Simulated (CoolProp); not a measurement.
Model: reference Helmholtz-energy equation of state, Span 2000, in CoolProp.

**Question.** For nitrogen, give the phase and the Z, cp (kJ/(kg K)), Prandtl number, fugacity coefficient at 128 K and 3.86 MPa; 128 K and 6.17 MPa; 128 K and 6.95 MPa.

**Answer.** 
- 128 K and 3.86 MPa: supercritical; Z 0.253, cp 12.0, Prandtl number 5.77, fugacity coefficient 0.634
- 128 K and 6.17 MPa: supercritical; Z 0.308, cp 3.10, Prandtl number 1.98, fugacity coefficient 0.450
- 128 K and 6.95 MPa: supercritical; Z 0.337, cp 2.84, Prandtl number 1.84, fugacity coefficient 0.415

Viscosity comes from a separate model (Lemmon 2004). Thermal conductivity comes from a separate model (Lemmon 2004).
